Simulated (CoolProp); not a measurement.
C3F8 (R218) at 298.15 K and 0.378 MPa is throttled through a valve to 0.171 MPa with no heat exchange. Each further row changes one setting.

Values from CoolProp's reference Helmholtz-energy equation of state, Lemmon 2006. It is a short technical equation, of lower accuracy than the large ones.

| case | temperature change (K) | final density (kg/m³) |
|---|---|---|
| as stated | -2.9 | 13.6 |
| outlet pressure 0.0513 MPa | -4.5 | 4.00 |
| outlet pressure 0.222 MPa | -2.2 | 17.8 |
